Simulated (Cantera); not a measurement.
# Equilibrium for boron, boron nitride and boron oxide: B2H6 + H2O + N2

A closed system holds: 1 mol B2H6, 0.28 mol H2O, a varied amount of N2, at 2248.15 K and 1.00 bar.

Equilibrium computed with Cantera from the NASA thermochemical tables; the gas is ideal and each condensed phase is pure. Candidate condensed phases: B, BN, B2O3, B3O3H3, H2O; 39 gas species. The feed counts by its element totals alone. Mutual solubility and eutectic melting of coexisting phases are not modelled. The tables' values for BH2 are old estimates; treat these amounts as uncertain. Gases not in the tables: B2H6 and higher boranes. Equilibrium is a limit: real reactors are often held back by kinetics, nucleation or transport.

```tsv
n(N2) (mol)	x H2	x N2	x HBO	x B2O2	x H	x BO	x HBO2	x BH2	n B(s)	n BN(s)
0.14	0.916	0.00317	0.0591	0.00746	0.00704	0.00530	0.000370	0.00152	1.46	0.258
0.26	0.916	0.00317	0.0591	0.00746	0.00704	0.00530	0.000370	0.00152	1.22	0.498
0.45	0.916	0.00317	0.0591	0.00746	0.00704	0.00530	0.000370	0.00152	0.838	0.878
0.8	0.916	0.00317	0.0591	0.00746	0.00704	0.00530	0.000370	0.00152	0.138	1.58
1.4	0.798	0.135	0.0475	0.00554	0.00657	0.00457	0.00167	0.000203	0	1.73
2.5	0.625	0.322	0.0359	0.00405	0.00581	0.00391	0.00167	0.000103	0	1.74
4.4	0.454	0.507	0.0257	0.00285	0.00495	0.00328	0.00126	5.94e-5	0	1.74
```
x: gas mole fraction; n: condensed amount in mol.

From 0.14 mol N2 to 0.8 mol N2 the condensed part is B(s) + BN(s). From 1.4 mol N2 to 4.4 mol N2 the condensed part is BN(s). The main B-bearing gas is HBO throughout.
